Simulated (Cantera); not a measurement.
Input (Python, Cantera):

```python
import numpy as np
import cantera as ct

gas = ct.Solution("gri30.yaml")
gas.TPX = 1250, 33000, {'N2O': 1, 'O2': 1.2}
reactor = ct.IdealGasConstPressureReactor(gas, energy="off", clone=False)
net = ct.ReactorNet([reactor])
net.rtol, net.atol = 1e-08, 1e-18
show = ['N2O', 'O2', 'N2', 'NO', 'NO2', 'O']
times = np.geomspace(1e-06, 8, 9)

steps = ct.SolutionArray(gas, extra=["t"])
rows = []
print(f"{'t/s':>10s}{'T/K':>9s}{'P/Pa':>11s}" + "".join(f"{s:>11s}" for s in show))
for t in times:
    while net.time < t:
        t_next = net.step()
        steps.append(gas.state, t=t_next)
    rows.append([np.interp(t, steps.t, y) for y in (steps.T, steps.P, *steps(*show).X.T)])
    print(f"{t:10.3e}{rows[-1][0]:9.1f}{rows[-1][1]:11.4g}" + "".join(f"{x:11.3e}" for x in rows[-1][2:]))
rate = np.gradient(steps.T, steps.t)
print("integrator steps:", len(steps.t))
if steps.T.max() > steps.T[0] + 200:
    print(f"time of steepest temperature rise: {steps.t[rate.argmax()]:.4e} s")
gas.TPX = 1250, 33000, {'N2O': 1, 'O2': 1.2}
gas.equilibrate("TP")
print(f"equilibrium (TP): T = {gas.T:.1f} K  " + "  ".join(f"{s} {gas[s].X[0]:.3e}" for s in show))
```

It prints:

```
       t/s      T/K       P/Pa        N2O         O2         N2         NO        NO2          O
 1.000e-06   1250.0    3.3e+04  4.545e-01  5.455e-01  1.142e-07  4.207e-10  2.699e-18  1.111e-07
 7.293e-06   1250.0    3.3e+04  4.545e-01  5.455e-01  8.951e-07  2.097e-08  2.133e-15  7.392e-07
 5.318e-05   1250.0    3.3e+04  4.545e-01  5.455e-01  8.609e-06  7.528e-07  1.960e-12  3.009e-06
 3.878e-04   1250.0    3.3e+04  4.544e-01  5.455e-01  7.864e-05  1.006e-05  3.353e-10  3.786e-06
 2.828e-03   1250.0    3.3e+04  4.538e-01  5.456e-01  5.938e-04  7.931e-05  1.999e-08  3.786e-06
 2.063e-02   1250.0    3.3e+04  4.489e-01  5.462e-01  4.322e-03  5.797e-04  8.156e-07  3.782e-06
 1.504e-01   1250.0    3.3e+04  4.152e-01  5.507e-01  3.006e-02  4.016e-03  1.280e-05  3.739e-06
 1.097e+00   1250.0    3.3e+04  2.445e-01  5.738e-01  1.606e-01  2.097e-02  7.621e-05  3.385e-06
 8.000e+00   1250.0    3.3e+04  1.612e-02  6.069e-01  3.376e-01  3.926e-02  1.810e-04  8.857e-07
integrator steps: 778
equilibrium (TP): T = 1250.0 K  N2O 9.020e-09  O2 6.295e-01  N2 3.702e-01  NO 3.367e-04  NO2 4.478e-06  O 9.622e-08
```

Computed with Cantera and GRI-Mech 3.0 (53 species, 325 reactions). GRI-Mech 3.0 was tuned for natural gas; its chemistry of N2O as a main component is partial and can be far from experiment. The mechanism lacks the step 2 NO + O2 → 2 NO2, which can matter for NO2 below about 1400 K. The temperature is held fixed by assumption; the heat of reaction is taken as removed at once.
